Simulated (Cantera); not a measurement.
A Cantera script and its output.

```python
import numpy as np
import cantera as ct

gas = ct.Solution("gri30.yaml")
gas.TPX = 450, 16000, {'CH4': 1, 'CO': 0.043, 'O2': 2.66, 'N2': 7.45, 'H2O': 0.43}
flame = ct.FreeFlame(gas, width=0.14)
flame.set_refine_criteria(ratio=3, slope=0.08, curve=0.16)
flame.transport_model = "mixture-averaged"
flame.solve(loglevel=0, auto=True)
z, T = flame.grid, flame.T
thick = (T[-1] - T[0]) / np.gradient(T, z).max()
show = ['CH4', 'CO', 'O2', 'NO', 'H2', 'N2O']
print(f"laminar burning velocity  {flame.velocity[0] * 100:.3f} cm/s")
print(f"burnt temperature         {T[-1]:.1f} K")
print(f"thermal thickness         {thick * 1e3:.4f} mm")
print(f"grid points               {len(z)}")
z0 = z[flame.heat_release_rate.argmax()]
print(f"{'z/mm':>9s}{'T/K':>9s}{'u/(m/s)':>9s}" + "".join(f"{s:>11s}" for s in show))
rows = []
for k in (-3, -2, -1.5, -1, -0.5, -0.25, 0, 0.25, 0.5, 1, 2, 4, 8):
    zz = z0 + k * thick
    rows.append([k * thick, np.interp(zz, z, T), np.interp(zz, z, flame.velocity),
                 *(np.interp(zz, z, flame.X[gas.species_index(s)]) for s in show)])
    print(f"{rows[-1][0] * 1e3:9.3f}{rows[-1][1]:9.1f}{rows[-1][2]:9.3f}" + "".join(f"{x:11.3e}" for x in rows[-1][3:]))
```

Result:

```
laminar burning velocity  124.403 cm/s
burnt temperature         2196.5 K
thermal thickness         1.6552 mm
grid points               152
     z/mm      T/K  u/(m/s)        CH4         CO         O2         NO         H2        N2O
   -4.965    450.0    1.244  8.630e-02  3.711e-03  2.296e-01  2.305e-12  3.178e-04  1.484e-15
   -3.310    450.3    1.246  8.620e-02  3.712e-03  2.294e-01  6.384e-11  1.246e-03  6.610e-14
   -2.483    452.2    1.253  8.594e-02  3.736e-03  2.289e-01  5.644e-10  2.738e-03  8.356e-13
   -1.655    481.2    1.339  8.402e-02  4.272e-03  2.265e-01  1.123e-08  6.510e-03  2.871e-11
   -0.828    809.6    2.286  6.482e-02  1.405e-02  2.018e-01  2.410e-07  1.442e-02  1.101e-09
   -0.414   1205.9    3.445  3.750e-02  3.109e-02  1.631e-01  7.025e-07  1.862e-02  4.085e-09
    0.000   1586.0    4.572  1.034e-02  4.883e-02  1.154e-01  1.617e-06  1.903e-02  1.096e-08
    0.414   1741.9    5.032  1.120e-03  4.876e-02  8.605e-02  2.741e-06  1.483e-02  2.033e-08
    0.828   1778.6    5.127  7.143e-05  4.016e-02  7.479e-02  3.538e-06  1.217e-02  2.710e-08
    1.655   1811.7    5.194  2.568e-07  2.817e-02  6.814e-02  4.572e-06  1.163e-02  3.110e-08
    3.310   1854.7    5.290  1.508e-10  2.056e-02  6.488e-02  6.295e-06  1.163e-02  3.197e-08
    6.621   1913.3    5.433  6.113e-16  1.757e-02  6.299e-02  9.666e-06  1.055e-02  3.469e-08
   13.241   1987.4    5.615  1.113e-18  1.537e-02  6.123e-02  1.668e-05  8.649e-03  4.074e-08
```

Detailed kinetics in Cantera: GRI-Mech 3.0 (53 species, 325 reactions). Burning velocities carry a grid error of a few per cent, more on coarse grids.
